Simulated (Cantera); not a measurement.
# Equilibrium for iron carbonyl, mercury and lead vapours: PbO + H2 + N2

Input: 1 mol PbO, 0.063 mol H2, 97 mol N2, equilibrated at 1 atm.

These are equilibrium values from Cantera (NASA tables, ideal gas, pure condensed phases), not measurements of a reactor. Candidate condensed phases: H2O, Pb, PbO, PbO2, Pb3O4; 27 gas species. Mutual solubility and eutectic melting of coexisting phases are not modelled. Rates play no part.

From 698 K to 748 K the condensed part is Pb(l) + PbO(red). From 798 K to 1148 K the condensed part is Pb(l) + PbO(yellow).

```csv
T (K),x N2,x H2O,x Pb,x PbO,x H2,x Pb2,n Pb(l),n PbO(red),n PbO(yellow)
698,0.999,0.000649,1.00e-9,<1e-12,2.33e-8,<1e-12,0.0630,0.937,0
748,0.999,0.000649,8.64e-9,3.67e-12,3.12e-8,<1e-12,0.0630,0.937,0
798,0.999,0.000649,5.65e-8,6.22e-11,4.06e-8,<1e-12,0.0630,0,0.937
848,0.999,0.000649,2.95e-7,7.48e-10,5.16e-8,<1e-12,0.0630,0,0.937
898,0.999,0.000649,1.28e-6,6.78e-9,6.42e-8,<1e-12,0.0629,0,0.937
948,0.999,0.000649,4.73e-6,4.83e-8,7.87e-8,6.54e-12,0.0625,0,0.937
998,0.999,0.000649,1.53e-5,2.81e-7,9.49e-8,4.67e-11,0.0615,0,0.937
1048,0.999,0.000649,4.41e-5,1.38e-6,1.13e-7,2.75e-10,0.0587,0,0.937
1098,0.999,0.000649,0.000115,5.79e-6,1.33e-7,1.37e-9,0.0518,0,0.936
1148,0.999,0.000649,0.000277,2.14e-5,1.55e-7,5.91e-9,0.0361,0,0.935
```
x: gas mole fraction; n: condensed amount in mol.
